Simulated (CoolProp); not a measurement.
R1132(E) at 304.75 K and 2.9 MPa is throttled through a valve to 1.85 MPa with no heat exchange. Each further row changes one setting.

Model: reference Helmholtz-energy equation of state, Akasaka 2024, in CoolProp.

| case | temperature change (K) | final phase | final density (kg/m³) |
|---|---|---|---|
| as stated | -2.3 | two-phase, vapour fraction 0.019 | (withheld) |
| outlet pressure 0.555 MPa | (withheld) | two-phase, vapour fraction 0.294 | (withheld) |
| outlet pressure 2.41 MPa | (withheld) | (withheld) | (withheld) |

Task: Complete the blanks.

Result: 
- as stated, final density (kg/m³): 719
- outlet pressure 0.555 MPa, temperature change (K): -43.4
- outlet pressure 0.555 MPa, final density (kg/m³): 60.0
- outlet pressure 2.41 MPa, temperature change (K): -0.1
- outlet pressure 2.41 MPa, final phase: liquid
- outlet pressure 2.41 MPa, final density (kg/m³): 895
